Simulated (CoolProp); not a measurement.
Nitrous oxide along the isotherm 217.7 K: density (kg/m³) from the reference equation and from simpler models built on Tc = 309.5 K, pc = 7245 kPa, ω = 0.161; each cubic takes its own stable root.

Computed with CoolProp (reference Helmholtz-energy equation of state, Lemmon 2006). It is a short technical equation, of lower accuracy than the large ones.

```json
[
 {"p (kPa)": "11.5", "phase": "gas", "reference": "0.2801", "Redlich-Kwong": "0.2800", "Peng-Robinson": "0.2801"},
 {"p (kPa)": "20.4", "phase": "gas", "reference": "0.4975", "Redlich-Kwong": "0.4973", "Peng-Robinson": "0.4975"},
 {"p (kPa)": "36.2", "phase": "gas", "reference": "0.8848", "Redlich-Kwong": "0.8843", "Peng-Robinson": "0.8847"},
 {"p (kPa)": "64.4", "phase": "gas", "reference": "1.581", "Redlich-Kwong": "1.579", "Peng-Robinson": "1.580"},
 {"p (kPa)": "115", "phase": "gas", "reference": "2.844", "Redlich-Kwong": "2.838", "Peng-Robinson": "2.842"},
 {"p (kPa)": "204", "phase": "gas", "reference": "5.116", "Redlich-Kwong": "5.093", "Peng-Robinson": "___"},
 {"p (kPa)": "362", "phase": "gas", "reference": "9.322", "Redlich-Kwong": "___", "Peng-Robinson": "___"},
 {"p (kPa)": "644", "phase": "liquid", "reference": "1128", "Redlich-Kwong": "___", "Peng-Robinson": "1184"},
 {"p (kPa)": "1150", "phase": "liquid", "reference": "1129", "Redlich-Kwong": "1023", "Peng-Robinson": "1185"},
 {"p (kPa)": "2040", "phase": "liquid", "reference": "1131", "Redlich-Kwong": "___", "Peng-Robinson": "___"},
 {"p (kPa)": "3620", "phase": "liquid", "reference": "___", "Redlich-Kwong": "___", "Peng-Robinson": "1192"}
]
```

Task: What belongs in the gaps?

Result: 
- 204, Peng-Robinson: 5.108
- 362, Redlich-Kwong: 9.238
- 362, Peng-Robinson: 9.289
- 644, Redlich-Kwong: 17.15
- 2040, Redlich-Kwong: 1027
- 2040, Peng-Robinson: 1188
- 3620, reference: 1135
- 3620, Redlich-Kwong: 1032

At some of these states Redlich-Kwong gives the other phase, because its saturation line lies elsewhere.
